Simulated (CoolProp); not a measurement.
Vapour-liquid equilibrium of p-xylene (1) + n-undecane (2) at 183.95 °C; x and y are mole fractions of (1).

Values from CoolProp's multi-fluid Helmholtz-energy mixture model, Zhou 2012 and Aleksandrov 2011; pair parameters Bell 2016.

```tsv
x	bubble pressure (kPa)	y at the bubble point	dew pressure at overall composition x (kPa)	liquid density (mol/L)
0.05	84.92	0.153	78.06	3.990
0.15	105.0	0.379	84.68	4.177
0.25	125.7	0.537	92.52	4.378
0.35	147.1	0.653	101.9	4.597
0.45	169.0	0.742	113.4	4.835
0.55	191.5	0.812	127.9	5.096
0.65	214.5	0.868	146.5	5.381
0.75	238.1	0.915	171.3	5.696
0.85	262.1	0.954	206.4	6.044
0.95	286.4	0.986	259.7	6.432
```

No azeotrope shows between x = 0.05 and 0.95.

The pair parameters rest on a limited set of measurements; away from them the model extrapolates.
